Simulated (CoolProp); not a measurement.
Vapour-liquid equilibrium of propane (1) + isobutene (2) at 342.3 K; x and y are mole fractions of (1).

Computed with CoolProp (multi-fluid Helmholtz-energy mixture model, Lemmon 2009 and Lemmon 2005; pair parameters Bell 2016).

```csv
x,"bubble pressure, mixture model (MPa)","bubble pressure, Raoult's law (MPa)","y, mixture model","y, Raoult's law"
0.05,1.057,1.045,0.113,0.122
0.125,1.184,1.163,0.246,0.273
0.2,1.302,1.281,0.351,0.397
0.275,1.413,1.400,0.439,0.500
0.35,1.522,1.518,0.516,0.587
0.425,1.629,1.637,0.586,0.661
0.5,1.736,1.755,0.650,0.725
0.575,1.846,1.873,0.709,0.781
0.65,1.958,1.992,0.766,0.830
0.725,2.073,2.110,0.820,0.874
0.8,2.194,2.228,0.872,0.913
0.875,2.320,2.347,0.922,0.949
0.95,2.452,2.465,0.969,0.980
```

The largest gap from Raoult's law is +1.8 % in bubble pressure, at x = 0.125. No azeotrope shows between x = 0.05 and 0.95.

The pair parameters rest on a limited set of measurements; away from them the model extrapolates. The gap from Raoult's law changes sign with composition, which may be real or a fault of the pair parameters; it wasn't checked against measurements.
